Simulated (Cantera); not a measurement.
An isothermal, constant-pressure homogeneous reactor starts with 16.9 % H2, 13.0 % O2, 70.1 % N2, at 1148 K and 1.00 bar.

Model: GRI-Mech 3.0 (53 species, 325 reactions), integrated in Cantera. The temperature is held fixed by assumption; the heat of reaction is taken as removed at once.

One state of this run: x H2 = 3.42e-9; x O2 = 0.0496; x HO2 = 3.37e-9; x H = 4.23e-12; x OH = 1.36e-6; x O = 1.79e-9. x: mole fraction; the columns are a selection and need not sum to one.

Task: Which value of t (s) does it belong to?
A. 0.00100
B. 0.0100
C. 10.0
D. 1.00

Result: C, 10.0
